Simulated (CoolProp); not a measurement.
The numbers come from the reference Helmholtz-energy equation of state, Span 1996 in CoolProp.

Q: For carbon dioxide, give the phase and the Joule-Thomson coefficient (K/MPa), expansivity (1/kK) at 349.4 K and 2.84 MPa.

A: 
- 349.4 K and 2.84 MPa: gas; Joule-Thomson coefficient 7.30, expansivity 3.88
